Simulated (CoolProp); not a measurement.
Vapour-liquid equilibrium of nitrogen (1) + carbon monoxide (2) at 75.6 K; x and y are mole fractions of (1).

Computed with CoolProp (multi-fluid Helmholtz-energy mixture model, Span 2000 and Lemmon 2006; pair parameters Gernert 2013).

| x | bubble pressure (bar) | y at the bubble point | dew pressure at overall composition x (bar) | liquid density (mol/L) |
|---|---|---|---|---|
| 0.05 | 0.5000 | 0.088 | 0.4910 | 29.22 |
| 0.15 | 0.5404 | 0.243 | 0.5155 | 29.19 |
| 0.25 | 0.5798 | 0.374 | 0.5425 | 29.16 |
| 0.35 | 0.6176 | 0.488 | 0.5721 | 29.13 |
| 0.45 | 0.6537 | 0.586 | 0.6047 | 29.10 |
| 0.55 | 0.6879 | 0.674 | 0.6402 | 29.08 |
| 0.65 | 0.7201 | 0.753 | 0.6785 | 29.06 |
| 0.75 | 0.7506 | 0.826 | 0.7190 | 29.05 |
| 0.85 | 0.7793 | 0.896 | 0.7604 | 29.05 |
| 0.95 | 0.8066 | 0.965 | 0.8007 | 29.05 |

No azeotrope shows between x = 0.05 and 0.95.

The pair parameters rest on a limited set of measurements; away from them the model extrapolates.
